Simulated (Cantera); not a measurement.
Input: 1 mol Ta(OEt)₅, 0.76 mol CH₄, 160 mol H₂, equilibrated at 1.00 bar.

Method: chemical equilibrium by Gibbs-energy minimisation in Cantera with the NASA 1993 tables (ideal gas, pure condensed phases). Candidate condensed phases: C, C₆H₆, C₇H₈, C₈H₁₈, H₂O, Ta, TaC, Ta₂O₅; 113 gas species. The feed counts by its element totals alone. TaC: taken at fixed stoichiometry. Condensed phases not in the tables: Ta₂C. Rates play no part.

x: gas mole fraction; n: condensed amount in mol.

```
T (K)   x H₂    x CO       x H  x C₂H₂ (acetylene)     x CH₄  n C(graphite)  n TaC(s)
-----  -----  ------  --------  ------------------  --------  -------------  --------
1600   0.970  0.0279   5.36e-5             2.67e-5   0.00154           4.48      1.00
1700   0.971  0.0279         …                   …         …           4.55      1.00
1800   0.971  0.0279  0.000353            0.000170  0.000725           4.57      1.00
1900   0.970  0.0279  0.000782            0.000371  0.000529           4.53      1.00
2000   0.969  0.0279         …                   …         …           4.42      1.00
2100   0.967  0.0279   0.00306             0.00140  0.000309           4.20      1.00
2200   0.964  0.0279   0.00553             0.00247  0.000244           3.82      1.00
```

**Question.** Fill in the missing entries.

**Answer.** 
- 2000, x H: 0.00160
- 2000, x C₂H₂ (acetylene): 0.000745
- 2000, x CH₄: 0.000399
- 1700, x H: 0.000145
- 1700, x C₂H₂ (acetylene): 7.13e-5
- 1700, x CH₄: 0.00103
